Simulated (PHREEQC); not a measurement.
0.11 g of hydrous ferric oxide (600 m²/g; 0.2 weak and 0.005 strong sites per Fe, Dzombak-Morel constants, diffuse double layer) in 1 kg of water with 0.005 mol/kgw of an inert sodium salt, at 25 °C; the pH is set by adding NaOH or the inert anion's acid. Oxygen alone is held at its pressure in air (log pO2 = -0.68). CO2 from the air is kept out. Precipitation was switched off in this run.

Base run: PHREEQC, ion-association model, wateq4f.dat. Each further column changes one thing. The table gives surface charge σ (C/m²).

| pH | base | background salt from 0.005 to 0.0005 mol/kgw | oxide from 0.11 to 0.55 g/kgw | 0.00013 mol/kgw H3BO3 added |
|---|---|---|---|---|
| 3 | 0.303 | 0.240 | 0.305 | 0.303 |
| 4.33 | 0.148 | 0.072 | 0.149 | 0.148 |
| 5 | 0.090 | 0.039 | 0.091 | 0.090 |
| 5.67 | 0.051 | 0.020 | 0.051 | 0.051 |
| 7 | 0.013 | 0.004 | 0.013 | 0.013 |
| 8.33 | -0.002 | -0.001 | -0.002 | -0.002 |
| 9 | -0.009 | -0.003 | -0.009 | -0.009 |
| 9.67 | -0.021 | -0.008 | -0.021 | -0.022 |
| 11 | -0.081 | -0.049 | -0.081 | -0.082 |

The oxide is taken as insoluble; below pH 4 it would dissolve.
